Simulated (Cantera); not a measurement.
What does this Cantera script print?

```python
import numpy as np
import cantera as ct

gas_names = [...]  # 45 gases of nasa_gas.yaml made of Al, Cl, H, N, O
cond_names = """
    AL(cr) AL(L) ALCL3(s) ALCL3(L) ALN(s) AL2O3(a) AL2O3(L) H2O(s) H2O(L) NH4CL(a) NH4CL(b)
""".split()


# ... load() reads the species with a 1 bar reference pressure and builds the phases ...
atoms = {
    'AlCl3': {'AL': 1, 'CL': 3},
    'N2O': {'N': 2, 'O': 1},
    'H2': {'H': 2},
}
top_T = {'ALN(s)': 2750}  # K; cautious upper limits of use, not melting points


# ... equilibrate(T, P, feed) seeds the gas with the atoms and calls Mixture.equilibrate('TP', solver="vcs", rtol=1e-11, max_steps=5000) ...
results = []
feed = {'AlCl3': 1, 'N2O': 23, 'H2': 3.9}  # mol
P = 133.322  # Pa
for T in [1000, 1050, 1100, 1150, 1200, 1250, 1300, 1350, 1400, 1450, 1500, 1550, 1600, 1650]:
    mix = equilibrate(T, P, feed)
    results.append((T, P, feed, dict(zip(mix.species_names, mix.species_moles))))
    x = sorted(zip(gas.X, gas.species_names), reverse=True)
    print(f"T = {T:g} K  P = {P:g} Pa  gas = {mix.phase_moles(0):.4g} mol")
    print("   x: " + "  ".join(f"{s} {v:.3e}" for v, s in x if v > 0.001))
    print("   condensed (mol): " + ("  ".join(f"{mix.phase(i).name} {mix.phase_moles(i):.4g}"
          for i in range(1, mix.n_phases) if mix.phase_moles(i) > 1e-12) or "none"))
```

Output:

```
T = 1000 K  P = 133.322 Pa  gas = 37.94 mol
   x: N2 6.062e-01  O2 2.513e-01  HCL 7.764e-02  H2O 6.397e-02
   condensed (mol): AL2O3(a) 0.5
T = 1050 K  P = 133.322 Pa  gas = 37.95 mol
   x: N2 6.061e-01  O2 2.513e-01  HCL 7.778e-02  H2O 6.389e-02
   condensed (mol): AL2O3(a) 0.5
T = 1100 K  P = 133.322 Pa  gas = 37.95 mol
   x: N2 6.060e-01  O2 2.513e-01  HCL 7.771e-02  H2O 6.391e-02
   condensed (mol): AL2O3(a) 0.5
T = 1150 K  P = 133.322 Pa  gas = 37.96 mol
   x: N2 6.059e-01  O2 2.511e-01  HCL 7.744e-02  H2O 6.403e-02  CL 1.137e-03
   condensed (mol): AL2O3(a) 0.5
T = 1200 K  P = 133.322 Pa  gas = 37.96 mol
   x: N2 6.058e-01  O2 2.509e-01  HCL 7.697e-02  H2O 6.424e-02  CL 1.708e-03
   condensed (mol): AL2O3(a) 0.5
T = 1250 K  P = 133.322 Pa  gas = 37.97 mol
   x: N2 6.056e-01  O2 2.507e-01  HCL 7.626e-02  H2O 6.456e-02  CL 2.473e-03
   condensed (mol): AL2O3(a) 0.5
T = 1300 K  P = 133.322 Pa  gas = 37.98 mol
   x: N2 6.054e-01  O2 2.503e-01  HCL 7.531e-02  H2O 6.500e-02  CL 3.464e-03
   condensed (mol): AL2O3(a) 0.5
T = 1350 K  P = 133.322 Pa  gas = 37.99 mol
   x: N2 6.051e-01  O2 2.499e-01  HCL 7.409e-02  H2O 6.556e-02  CL 4.705e-03
   condensed (mol): AL2O3(a) 0.5
T = 1400 K  P = 133.322 Pa  gas = 38.01 mol
   x: N2 6.048e-01  O2 2.493e-01  HCL 7.258e-02  H2O 6.624e-02  CL 6.214e-03
   condensed (mol): AL2O3(a) 0.5
T = 1450 K  P = 133.322 Pa  gas = 38.03 mol
   x: N2 6.044e-01  O2 2.486e-01  HCL 7.079e-02  H2O 6.705e-02  CL 7.995e-03
   condensed (mol): AL2O3(a) 0.5
T = 1500 K  P = 133.322 Pa  gas = 38.05 mol
   x: N2 6.039e-01  O2 2.478e-01  HCL 6.872e-02  H2O 6.795e-02  CL 1.004e-02  NO 1.164e-03
   condensed (mol): AL2O3(a) 0.5
T = 1550 K  P = 133.322 Pa  gas = 38.07 mol
   x: N2 6.033e-01  O2 2.468e-01  H2O 6.895e-02  HCL 6.639e-02  CL 1.233e-02  NO 1.471e-03
   condensed (mol): AL2O3(a) 0.5
T = 1600 K  P = 133.322 Pa  gas = 38.1 mol
   x: N2 6.027e-01  O2 2.457e-01  H2O 7.000e-02  HCL 6.384e-02  CL 1.484e-02  NO 1.831e-03
   condensed (mol): AL2O3(a) 0.5
T = 1650 K  P = 133.322 Pa  gas = 38.14 mol
   x: N2 6.020e-01  O2 2.445e-01  H2O 7.108e-02  HCL 6.109e-02  CL 1.753e-02  NO 2.248e-03  OH 1.175e-03
   condensed (mol): AL2O3(a) 0.5
```

Cantera equilibrium calculation (NASA polynomials, part measured and part estimated; ideal gas, pure solids and liquids).
